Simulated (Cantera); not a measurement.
A Cantera script and what it prints.

```python
import numpy as np
import cantera as ct

gas_names = [...]  # 116 gases of nasa_gas.yaml made of C, H, Mg, O
cond_names = """
    C(gr) C6H6(L) C7H8(L) C8H18(L),n-octa H2O(s) H2O(L) Mg(cr) Mg(L) MgCO3(s) MgO(s) MgO(L) MgO2H2(s)
""".split()


# ... load() reads the species with a 1 bar reference pressure and builds the phases ...
atoms = {
    'Mg(OH)2': {'Mg': 1, 'O': 2, 'H': 2},
    'H2O': {'H': 2, 'O': 1},
    'CO2': {'C': 1, 'O': 2},
}
top_T = {'C(gr)': 4500}  # K; cautious upper limits of use, not melting points


# ... equilibrate(T, P, feed) seeds the gas with the atoms and calls Mixture.equilibrate('TP', solver="vcs", rtol=1e-11, max_steps=5000) ...
results = []
feed = {'Mg(OH)2': 1, 'H2O': 0.084, 'CO2': 0.47}  # mol
P = 880000  # Pa
for T in [548, 698, 848, 998, 1148, 1298, 1448]:
    mix = equilibrate(T, P, feed)
    results.append((T, P, feed, dict(zip(mix.species_names, mix.species_moles))))
    x = sorted(zip(gas.X, gas.species_names), reverse=True)
    print(f"T = {T:g} K  P = {P:g} Pa  gas = {mix.phase_moles(0):.4g} mol")
    print("   x: " + "  ".join(f"{s} {v:.3e}" for v, s in x if v > 1e-06))
    print("   condensed (mol): " + ("  ".join(f"{mix.phase(i).name} {mix.phase_moles(i):.4g}"
          for i in range(1, mix.n_phases) if mix.phase_moles(i) > 1e-12) or "none"))
```

Output:

```
T = 548 K  P = 880000 Pa  gas = 0.554 mol
   x: H2O 9.928e-01  CO2 7.162e-03
   condensed (mol): MgCO3(s) 0.466  MgO2H2(s) 0.534
T = 698 K  P = 880000 Pa  gas = 1.391 mol
   x: H2O 7.796e-01  CO2 2.204e-01
   condensed (mol): MgCO3(s) 0.1635  MgO(s) 0.8365
T = 848 K  P = 880000 Pa  gas = 1.554 mol
   x: H2O 6.976e-01  CO2 3.024e-01
   condensed (mol): MgO(s) 1
T = 998 K  P = 880000 Pa  gas = 1.554 mol
   x: H2O 6.976e-01  CO2 3.024e-01
   condensed (mol): MgO(s) 1
T = 1148 K  P = 880000 Pa  gas = 1.554 mol
   x: H2O 6.976e-01  CO2 3.024e-01  H2 1.083e-06
   condensed (mol): MgO(s) 1
T = 1298 K  P = 880000 Pa  gas = 1.554 mol
   x: H2O 6.975e-01  CO2 3.024e-01  H2 7.722e-06  O2 6.505e-06  CO 5.875e-06  OH 1.173e-06
   condensed (mol): MgO(s) 1
T = 1448 K  P = 880000 Pa  gas = 1.554 mol
   x: H2O 6.975e-01  CO2 3.024e-01  CO 3.761e-05  H2 3.660e-05  O2 3.498e-05  OH 8.526e-06
   condensed (mol): MgO(s) 1
```

Method: chemical equilibrium by Gibbs-energy minimisation in Cantera with the NASA 1993 tables (ideal gas, pure condensed phases).
